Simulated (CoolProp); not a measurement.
Saturation properties of C3F8 (R218).

Values from CoolProp's reference Helmholtz-energy equation of state, Lemmon 2006. It is a short technical equation, of lower accuracy than the large ones.

| T (K) | p (bar) | liquid density (kg/m³) | liquid cp (kJ/(kg K)) | vapour Z |
|---|---|---|---|---|
| 156.1 | 0.002527 | 1900 | 0.8274 | 0.9992 |
| 163.3 | 0.005799 | 1875 | 0.8384 | 0.9985 |
| 170.6 | 0.01237 | 1850 | 0.8500 | 0.9975 |
| 177.8 | 0.02431 | … | 0.8619 | … |
| 185 | 0.04487 | … | 0.8743 | … |
| 192.2 | … | 1774 | 0.8870 | 0.9907 |
| 199.5 | 0.1315 | 1748 | 0.9003 | 0.9867 |
| 206.7 | 0.2099 | 1723 | … | … |
| 213.9 | 0.3228 | 1696 | 0.9278 | … |

Task: Fill in the missing entries.

Result: 
- 177.8, liquid density (kg/m³): 1825
- 177.8, vapour Z: 0.9959
- 185, liquid density (kg/m³): 1799
- 185, vapour Z: 0.9937
- 192.2, p (bar): 0.07843
- 206.7, liquid cp (kJ/(kg K)): 0.9138
- 206.7, vapour Z: 0.9817
- 213.9, vapour Z: 0.9754

It boils at 236.4 K under 1 atm.
